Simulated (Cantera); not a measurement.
Premixed flame

A freely propagating, adiabatic, planar premixed flame of H2 : O2 : N2 = 1 : 0.2 : 0.752 (molar parts), equivalence ratio 2.5, unburnt at 450 K and 4.93 atm; mixture-averaged transport, grid criteria slope 0.08 and curve 0.16, no radiation.

Computed with Cantera and the H2/O2 subset of GRI-Mech 3.0, which has no nitrogen chemistry. The hydrogen kinetics of GRI-Mech 3.0 are dated; newer H2 mechanisms differ, most at raised pressure. Burning velocities carry a grid error of a few per cent, more on coarse grids.

| z (mm) | T (K) | u (m/s) | x H2 | x O2 | x H2O | x O | x H | x OH |
|---|---|---|---|---|---|---|---|---|
| -0.164 | 450 | 4.76 | 0.512 | 0.102 | <1e-8 | <1e-8 | <1e-8 | <1e-8 |
| -0.109 | 450 | 4.76 | 0.512 | 0.102 | 8.81e-8 | <1e-8 | <1e-8 | <1e-8 |
| -0.0820 | 450 | 4.76 | 0.512 | 0.102 | 1.06e-6 | <1e-8 | <1e-8 | <1e-8 |
| -0.0547 | 453 | 4.78 | 0.511 | 0.103 | 1.94e-5 | 5.51e-8 | <1e-8 | <1e-8 |
| -0.0273 | 542 | 5.60 | 0.497 | 0.104 | 0.00355 | 9.25e-6 | 5.14e-5 | 4.74e-5 |
| -0.0137 | 853 | 8.52 | 0.461 | 0.0943 | 0.0326 | 0.000161 | 0.00288 | 0.000622 |
| 0 | 1228 | 12.0 | 0.408 | 0.0683 | 0.0910 | 0.000762 | 0.0146 | 0.000989 |
| 0.0137 | 1491 | 14.5 | 0.359 | 0.0357 | 0.154 | 0.00111 | 0.0294 | 0.00154 |
| 0.0273 | 1635 | 15.8 | 0.331 | 0.0146 | 0.194 | 0.000749 | 0.0374 | 0.00170 |
| 0.0547 | 1755 | 16.9 | 0.318 | 0.00214 | 0.219 | 0.000238 | 0.0371 | 0.00162 |
| 0.109 | 1843 | 17.7 | 0.322 | 0.000118 | 0.224 | 9.85e-5 | 0.0282 | 0.00143 |
| 0.219 | 1914 | 18.3 | 0.328 | 1.56e-5 | 0.226 | 4.60e-5 | 0.0186 | 0.00108 |
| 0.437 | 1965 | 18.7 | 0.333 | 5.83e-6 | 0.227 | 1.81e-5 | 0.0113 | 0.000719 |
x: mole fraction of selected species; z is measured from the peak of heat release.

```json
{
 "laminar_burning_velocity": "476 cm/s",
 "thermal_thickness": "0.0547 mm",
 "peak x(O)": "0.00112",
 "peak x(H)": "0.0387",
 "peak x(OH)": "0.00170",
 "grid_points": "109"
}
```
